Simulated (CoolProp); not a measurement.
R236FA at several states: density (kg/m³) from the reference equation and from simpler models built on Tc = 398.1 K, pc = 31.91 bar, ω = 0.377; each cubic takes its own stable root.

Computed with CoolProp (reference Helmholtz-energy equation of state, Pan 2012).

```
T (K)  p (bar)          phase  reference  van der Waals  Soave-Redlich-Kwong
-----  -------  -------------  ---------  -------------  -------------------
345.2     7.73            gas          ?              ?                48.29
398.5     35.9  supercritical          ?              ?                    ?
194.2      163         liquid          ?              ?                    ?
```

Task: Fill in the missing entries.

Result: 
- 345.2, reference: 48.99
- 345.2, van der Waals: 46.12
- 398.5, reference: 818.5
- 398.5, van der Waals: 546.2
- 398.5, Soave-Redlich-Kwong: 640.3
- 194.2, reference: 1692
- 194.2, van der Waals: 1016
- 194.2, Soave-Redlich-Kwong: 1509
